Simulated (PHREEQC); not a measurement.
Consider water at 75 °C with 6.4 mol KOH, 0.31 mol NaHCO3 and 2.3e-05 mol H4SiO4 per kg of water. Closed to the air; pH follows from the charge balance.

Model: Pitzer model, pitzer.dat, run in PHREEQC.

Precipitation was switched off in this run.

Task: What pH, activity of water does the model give?

Result: pH 14.35; activity of water 0.662.

In brines, pH and single-ion activities rest on the MacInnes convention. At this temperature some constants are extrapolated from 25 °C, and those without enthalpy data are left unchanged.
